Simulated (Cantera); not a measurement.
Thermodynamics of carbon deposition, reforming and gasification, feed CH3OH + O2 + H2

Charge: 1 mol CH3OH, 0.0096 mol O2, 1.6 mol H2, at 1.00 Torr.

Equilibrium computed with Cantera from the NASA thermochemical tables; the gas is ideal and each condensed phase is pure. Candidate condensed phases: C, C6H6, C7H8, C8H18, H2O; 131 gas species. Ions and electrons are included (thermal ionisation). Kinetics and transport are ignored.

```
T (°C)     x H      x H2    x CO       x O       x C     x H2O      x OH
------  ------  --------  ------  --------  --------  --------  --------
1727    0.0384     0.745   0.213   7.46e-7    <1e-12   0.00383   1.98e-5
2227     0.432     0.394   0.170  0.000367  1.21e-10   0.00224  0.000508
2727     0.834    0.0372   0.126   0.00223   9.61e-8   2.18e-5  0.000162
3227     0.873   0.00291   0.122   0.00238   4.67e-5   9.86e-8   1.36e-5
3727     0.873  0.000400   0.119   0.00485   0.00252   3.10e-9   3.95e-6
4227     0.859   8.23e-5   0.100    0.0215    0.0191  5.14e-10   3.76e-6
4727     0.821   2.17e-5  0.0513    0.0649    0.0623  1.05e-10   3.20e-6
```
x: gas mole fraction; nothing condenses.

From 1727 °C to 4727 °C nothing is condensed. The main C-bearing gas is CO at 1727 °C and C at 4727 °C.
